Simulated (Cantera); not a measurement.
Cantera run:

```python
import numpy as np
import cantera as ct

gas_names = """
    Ca CaCL CaCL2 CaO CaOH CaO2H2 Ca2 CL CLO CL2 H HCL HOCL HO2 H2 H2O H2O2 O OH O2 O3
""".split()
cond_names = """
    Ca(a) Ca(b) Ca(L) CaCL2(s) CaCL2(L) CaO(s) CaO(L) CaO2H2(s) H2O(s) H2O(L)
""".split()


# ... load() reads the species with a 1 bar reference pressure and builds the phases ...
atoms = {
    'CaCl2': {'Ca': 1, 'CL': 2},
    'O2': {'O': 2},
    'H2': {'H': 2},
}
top_T = {}  # K; cautious upper limits of use, not melting points


# ... equilibrate(T, P, feed) seeds the gas with the atoms and calls Mixture.equilibrate('TP', solver="vcs", rtol=1e-11, max_steps=5000) ...
results = []
feed = {'CaCl2': 1, 'O2': 0.11, 'H2': 52}  # mol
P = 0.11  # Pa
for T in [1973, 1998, 2023, 2048, 2073, 2098, 2123, 2148, 2173, 2198, 2223, 2248]:
    mix = equilibrate(T, P, feed)
    results.append((T, P, feed, dict(zip(mix.species_names, mix.species_moles))))

top = {s: max(r[3][s] / sum(r[3][g] for g in gas_names) for r in results) for s in gas_names}
cols = sorted((s for s in top if top[s] > 0.0001), key=lambda s: -top[s])[:7]
seen = [c for c in cond_names if any(r[3].get(c, 0) > 1e-12 for r in results)]
print("log10 of partial pressures in bar; condensed amounts in mol")
print(f"{'T/K':>10s}" + "".join(f"{s[:9]:>10s}" for s in cols + seen))
for T, P, feed, n in results:
    ng = sum(n[g] for g in gas_names)
    print(f"{T:10.4g}" + "".join(f"{np.log10(max(n[s] / ng * P / 1e5, 1e-99)):10.3f}" for s in cols)
          + "".join(f"{n.get(c, 0):10.4g}" for c in seen))
```

Result:

```
log10 of partial pressures in bar; condensed amounts in mol
       T/K         H        H2        CL        Ca       HCL         O       H2O
      1973    -6.125    -6.511    -7.775    -7.892    -8.034    -9.136    -8.751
      1998    -6.093    -6.597    -7.753    -7.907    -8.129    -8.998    -8.868
      2023    -6.067    -6.691    -7.736    -7.921    -8.231    -8.888    -9.015
      2048    -6.046    -6.791    -7.724    -7.933    -8.339    -8.806    -9.193
      2073    -6.029    -6.897    -7.714    -7.944    -8.451    -8.749    -9.397
      2098    -6.015    -7.007    -7.707    -7.954    -8.566    -8.711    -9.622
      2123    -6.005    -7.119    -7.702    -7.962    -8.683    -8.687    -9.859
      2148    -5.997    -7.234    -7.699    -7.968    -8.800    -8.673   -10.104
      2173    -5.991    -7.349    -7.696    -7.973    -8.917    -8.664   -10.352
      2198    -5.986    -7.464    -7.694    -7.976    -9.034    -8.658   -10.601
      2223    -5.983    -7.579    -7.693    -7.979    -9.150    -8.654   -10.847
      2248    -5.980    -7.693    -7.692    -7.981    -9.264    -8.652   -11.091
```

Equilibrium computed with Cantera from the NASA thermochemical tables; the gas is ideal and each condensed phase is pure.
